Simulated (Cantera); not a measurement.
**Ammonia decomposition in nitride growth gas**

An isothermal, constant-pressure homogeneous reactor starts with 6.67 % NH3, 93.3 % H2, at 2100 K and 8800 Pa.

Detailed kinetics in Cantera: the gas-phase N/H chemistry of the illustrative SiF4/NH3 mechanism in the Surface Chemkin manual (1991). Walls and surfaces, which speed up NH3 decomposition in real reactors, are not modelled.

| t (s) | x NH3 | x H2 | x NH | x NH2 | x H |
|---|---|---|---|---|---|
| 1.00e-5 | 0.0667 | 0.933 | 5.47e-11 | 8.19e-7 | 3.17e-6 |
| 2.56e-5 | 0.0667 | 0.933 | 4.17e-10 | 1.92e-6 | 8.27e-6 |
| 6.54e-5 | 0.0667 | 0.933 | 2.91e-9 | 4.72e-6 | 2.13e-5 |
| 0.000167 | 0.0667 | 0.933 | 1.95e-8 | 1.19e-5 | 5.47e-5 |
| 0.000428 | 0.0666 | 0.933 | 1.29e-7 | 3.02e-5 | 0.000140 |
| 0.00109 | 0.0666 | 0.933 | 8.32e-7 | 7.65e-5 | 0.000356 |
| 0.00280 | 0.0664 | 0.933 | 4.91e-6 | 0.000186 | 0.000868 |
| 0.00715 | 0.0652 | 0.932 | 1.45e-5 | 0.000317 | 0.00151 |
| 0.0183 | 0.0609 | 0.935 | 1.57e-5 | 0.000320 | 0.00163 |
| 0.0468 | 0.0510 | 0.940 | 1.49e-5 | 0.000285 | 0.00175 |
| 0.120 | 0.0323 | 0.949 | 1.32e-5 | 0.000212 | 0.00208 |
| 0.306 | 0.00879 | 0.961 | 9.54e-6 | 9.40e-5 | 0.00342 |
| 0.782 | 0.000157 | 0.959 | 1.40e-6 | 4.80e-6 | 0.00976 |
| 2.00 | 1.89e-5 | 0.959 | 1.90e-7 | 6.13e-7 | 0.0103 |
x: mole fraction; the columns are a selection and need not sum to one.

Equilibrium at this temperature and pressure: NH3 2.49e-7, H2 0.959, NH 2.51e-9, NH2 8.10e-9, H 0.0104 (gas phase only).
